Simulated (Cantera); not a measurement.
## Equilibrium for boron, boron nitride and boron oxide: B2H6 + N2 + H2

Feed: 1 mol B2H6, 0.22 mol N2, 150 mol H2, equilibrated at 10.0 Torr.

Method: chemical equilibrium by Gibbs-energy minimisation in Cantera with the NASA 1993 tables (ideal gas, pure condensed phases). Candidate condensed phases: B, BN; 15 gas species. The feed counts by its element totals alone. N2 is the only nitrogen source here; it is nearly inert below about 1500 K, so the nitride shown seldom forms there in practice. Mutual solubility and eutectic melting of coexisting phases are not modelled. The tables' values for BH2 are old estimates; treat these amounts as uncertain. The numbers say what is thermodynamically allowed, not how fast it happens.

From 1348 K to 1873 K the condensed part is B(s) + BN(s). From 1948 K to 2023 K the condensed part is B(s).

```tsv
T (K)	x H2	x H	x N2	x BH2	x B	x BH3	n B(s)	n BN(s)
1348	1.000	2.00e-5	4.45e-9	1.71e-6	<1e-12	3.13e-7	1.56	0.440
1423	1.000	5.75e-5	4.68e-8	4.27e-6	1.29e-11	4.80e-7	1.56	0.440
1498	1.000	0.000149	3.87e-7	9.68e-6	1.37e-10	7.02e-7	1.56	0.440
1573	1.000	0.000352	2.62e-6	2.03e-5	1.15e-9	9.88e-7	1.56	0.439
1648	0.999	0.000771	1.48e-5	3.97e-5	8.01e-9	1.34e-6	1.56	0.435
1723	0.998	0.00158	7.22e-5	7.32e-5	4.68e-8	1.78e-6	1.57	0.418
1798	0.997	0.00304	0.000308	0.000128	2.36e-7	2.29e-6	1.63	0.346
1873	0.993	0.00557	0.00116	0.000213	1.04e-6	2.88e-6	1.88	0.0821
1948	0.988	0.00973	0.00143	0.000340	4.11e-6	3.54e-6	1.95	0
2023	0.982	0.0163	0.00142	0.000524	1.46e-5	4.27e-6	1.92	0
```
x: gas mole fraction; n: condensed amount in mol.
